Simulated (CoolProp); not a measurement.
The fluoroketone C6F12O (FK-5-1-12) along the isobar 2.79 MPa: fugacity coefficient from the reference equation and from simpler models built on Tc = 168.7 °C, pc = 1.869 MPa, ω = 0.471; each cubic takes its own stable root.

Model: reference Helmholtz-energy equation of state, McLinden 2015, in CoolProp.

| T (°C) | phase | reference |
|---|---|---|
| -12.25 | liquid | 0.002836 |
| -5.25 | liquid | 0.004201 |
| 1.85 | liquid | 0.006093 |
| 8.95 | liquid | 0.008621 |
| 15.95 | liquid | 0.01187 |
| 23.05 | liquid | 0.01608 |
| 30.05 | liquid | 0.02129 |
| 37.15 | liquid | 0.02781 |
| 44.25 | liquid | 0.03572 |
| 51.25 | liquid | 0.04505 |
| 58.35 | liquid | 0.05619 |
| 65.45 | liquid | 0.06917 |
| 72.45 | liquid | 0.08388 |
| 79.55 | liquid | 0.1008 |

**Question.** How far does each simpler model (van der Waals, Redlich-Kwong, Soave-Redlich-Kwong, Peng-Robinson) lie from the reference over these 14 states: mean and median of the absolute difference, and the worst?

**Answer.** 
- van der Waals: mean 791.1 %, median 532.3 %, worst +2419.0 % at -12.25 °C and 2.79 MPa
- Redlich-Kwong: mean 193.2 %, median 163.7 %, worst +422.2 % at -12.25 °C and 2.79 MPa
- Soave-Redlich-Kwong: mean 2.9 %, median 2.9 %, worst +3.7 % at -12.25 °C and 2.79 MPa
- Peng-Robinson: mean 1.6 %, median 0.6 %, worst +5.9 % at -12.25 °C and 2.79 MPa
